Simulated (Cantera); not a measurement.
Charge: 1 mol B, 0.014 mol Cl₂, 5.4 mol N₂, equilibrated at 773.15 K and 315 Torr.

Cantera equilibrium calculation (NASA polynomials, part measured and part estimated; ideal gas, pure solids and liquids). Candidate condensed phases: B, BN; 10 gas species. N₂ is the only nitrogen source here; it is nearly inert below about 1500 K, so the nitride shown seldom forms there in practice. The numbers say what is thermodynamically allowed, not how fast it happens.

Question: What is the equilibrium state?

Answer: 
```json
{
  "x(N₂)": "0.998",
  "x(BCl₃)": "0.00190",
  "n(BN(s))": "0.991 mol",
  "gas_amount": "4.914 mol",
  "log10 activity of B(s) (absent)": "-12.16"
}
```
